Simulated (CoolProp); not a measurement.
Chloromethane (R40) at several states: fugacity coefficient from the reference equation and from simpler models built on Tc = 418.6 K, pc = 6929 kPa, ω = 0.150; each cubic takes its own stable root.

Computed with CoolProp (reference Helmholtz-energy equation of state, Thol 2014).

```tsv
T (K)	p (kPa)	phase	reference
405.5	14400	liquid	0.3246
456	1940	gas	0.9241
311.5	33000	liquid	0.04409
```

Task: How far does each simpler model (van der Waals, Redlich-Kwong, Soave-Redlich-Kwong, Peng-Robinson) lie from the reference over these 3 states: mean and median of the absolute difference, and the worst?

Result: 
- van der Waals: mean 74.4 %, median 22.5 %, worst +199.8 % at 311.5 K and 33000 kPa
- Redlich-Kwong: mean 12.2 %, median 8.1 %, worst +28.1 % at 311.5 K and 33000 kPa
- Soave-Redlich-Kwong: mean 5.0 %, median 6.5 %, worst +7.8 % at 311.5 K and 33000 kPa
- Peng-Robinson: mean 1.0 %, median 0.7 %, worst -2.0 % at 311.5 K and 33000 kPa
